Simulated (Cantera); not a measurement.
Feed: 1 mol CH₃OH, 0.29 mol CO₂, 0.37 mol H₂, at 2923.15 K and 1 atm.

Equilibrium computed with Cantera from the NASA thermochemical tables; the gas is ideal and each condensed phase is pure. Candidate condensed phases: C, C₆H₆, C₇H₈, C₈H₁₈, H₂O; 110 gas species. The numbers say what is thermodynamically allowed, not how fast it happens.

Base state: H₂ 0.506, CO 0.330, H 0.0876, H₂O 0.0657, CO₂ 0.00592, OH 0.00355, O 0.000380, O₂ 1.96e-5 (mole fractions); condensed: gas only.

**Question.** What changes in the equilibrium state with this change: temperature from 2923.15 K to 2825 K?

**Answer.** 
| species | before | after |
|---|---|---|
| H₂ | 0.506 | 0.525 |
| CO | 0.330 | 0.334 |
| H₂O | 0.0657 | 0.0678 |
| H | 0.0876 | 0.0642 |
| O | 0.000380 | 0.000183 |
| O₂ | 1.96e-5 | 9.48e-6 |
| OH | 0.00355 | 0.00239 |
| CO₂ | 0.00592 | 0.00616 |

**Question.** What changes in the equilibrium state with this change: temperature from 2923.15 K to 1823.15 K?

**Answer.** 
```csv
species,before,after
H₂,0.506,0.578
CO,0.330,0.342
H₂O,0.0657,0.0688
H,0.0876,0.000328
CO₂,0.00592,0.0104
O,0.000380,1.18e-9
O₂,1.96e-5,<1e-9
OH,0.00355,2.71e-6
```
